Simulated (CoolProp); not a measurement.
The numbers come from the reference Helmholtz-energy equation of state, Lemmon 2006 in CoolProp. It is a short technical equation, of lower accuracy than the large ones.

Q: Give the vapour pressure (MPa), enthalpy of vaporisation (kJ/kg), vapour viscosity (µPa s) of saturated hydrogen sulfide at 303.7 K.

A: 
| T (K) | p (MPa) | enthalpy of vaporisation (kJ/kg) | vapour viscosity (µPa s) |
|---|---|---|---|
| 303.7 | 2.31 | 404 | 11.6 |

Viscosity comes from a separate model (Quiñones-Cisneros 2012).
